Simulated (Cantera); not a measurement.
What does this Cantera script print?

```python
import numpy as np
import cantera as ct

gas = ct.Solution("gri30.yaml")
gas.TPX = 2073, 4800, {'NO': 1, 'N2': 6.6}
reactor = ct.IdealGasConstPressureReactor(gas, energy="off", clone=False)
net = ct.ReactorNet([reactor])
net.rtol, net.atol = 1e-08, 1e-18
show = ['NO', 'N2', 'O2', 'N2O', 'NO2', 'O']
times = np.geomspace(9e-06, 200, 14)

steps = ct.SolutionArray(gas, extra=["t"])
rows = []
print(f"{'t/s':>10s}{'T/K':>9s}{'P/Pa':>11s}" + "".join(f"{s:>11s}" for s in show))
for t in times:
    while net.time < t:
        t_next = net.step()
        steps.append(gas.state, t=t_next)
    rows.append([np.interp(t, steps.t, y) for y in (steps.T, steps.P, *steps(*show).X.T)])
    print(f"{t:10.3e}{rows[-1][0]:9.1f}{rows[-1][1]:11.4g}" + "".join(f"{x:11.3e}" for x in rows[-1][2:]))
rate = np.gradient(steps.T, steps.t)
print("integrator steps:", len(steps.t))
if steps.T.max() > steps.T[0] + 200:
    print(f"time of steepest temperature rise: {steps.t[rate.argmax()]:.4e} s")
gas.TPX = 2073, 4800, {'NO': 1, 'N2': 6.6}
gas.equilibrate("TP")
print(f"equilibrium (TP): T = {gas.T:.1f} K  " + "  ".join(f"{s} {gas[s].X[0]:.3e}" for s in show))
```

It prints:

```
       t/s      T/K       P/Pa         NO         N2         O2        N2O        NO2          O
 9.000e-06   2073.0       4800  1.316e-01  8.684e-01  8.780e-13  1.448e-08  1.485e-12  1.450e-08
 3.307e-05   2073.0       4800  1.316e-01  8.684e-01  1.185e-11  5.307e-08  1.985e-11  5.338e-08
 1.215e-04   2073.0       4800  1.316e-01  8.684e-01  1.613e-10  1.933e-07  2.603e-10  1.976e-07
 4.463e-04   2073.0       4800  1.316e-01  8.684e-01  2.209e-09  6.890e-07  3.140e-09  7.449e-07
 1.640e-03   2073.0       4800  1.316e-01  8.684e-01  3.174e-08  2.269e-06  3.042e-08  2.979e-06
 6.025e-03   2073.0       4800  1.316e-01  8.684e-01  5.091e-07  5.779e-06  2.051e-07  1.338e-05
 2.213e-02   2073.0       4800  1.315e-01  8.684e-01  8.988e-06  8.263e-06  1.012e-06  6.051e-05
 8.132e-02   2073.0       4800  1.311e-01  8.686e-01  1.395e-04  7.994e-06  3.118e-06  2.007e-04
 2.988e-01   2073.0       4800  1.287e-01  8.697e-01  1.239e-03  7.408e-06  5.045e-06  3.394e-04
 1.098e+00   2073.0       4800  1.180e-01  8.750e-01  6.504e-03  5.957e-06  7.540e-06  5.109e-04
 4.033e+00   2073.0       4800  7.336e-02  8.971e-01  2.861e-02  2.113e-06  9.108e-06  9.219e-04
 1.482e+01   2073.0       4800  1.132e-02  9.279e-01  5.944e-02  1.067e-07  2.019e-06  1.288e-03
 5.444e+01   2073.0       4800  5.527e-03  9.308e-01  6.232e-02  7.362e-08  1.010e-06  1.317e-03
 2.000e+02   2073.0       4800  5.525e-03  9.308e-01  6.232e-02  7.361e-08  1.009e-06  1.317e-03
integrator steps: 1008
equilibrium (TP): T = 2073.0 K  NO 5.525e-03  N2 9.308e-01  O2 6.232e-02  N2O 7.361e-08  NO2 1.009e-06  O 1.317e-03
```

Cantera simulation using GRI-Mech 3.0 (53 species, 325 reactions); the numbers are that mechanism's predictions, not measurements. Radical loss at walls, strong at low pressure, is not modelled.
